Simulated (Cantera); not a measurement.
A closed system holds: 1 mol SiCl4, 33 mol NH3, equilibrated at 1250 K and 0.0350 bar.

Equilibrium computed with Cantera from the NASA thermochemical tables; the gas is ideal and each condensed phase is pure. Candidate condensed phases: NH4Cl, Si, Si3N4; 28 gas species. Equilibrium is a limit: real reactors are often held back by kinetics, nucleation or transport.

Base state: H2 0.705, N2 0.235, HCl 0.0594 (mole fractions); condensed: Si3N4(s).

What changes in the equilibrium state with this change: NH3 from 33 to 2.8 mol?


```
species         before    after
-------------  -------  -------
HCl             0.0594    0.427
H2               0.705    0.399
N2               0.235    0.134
SiCl4          2.95e-6   0.0360
SiCl3          1.79e-6  0.00228
SiHCl3         1.25e-6  0.00120
Si3N4(s), mol    0.333    0.241
```
The tables' values for SiCl3 are old estimates; treat these amounts as uncertain.
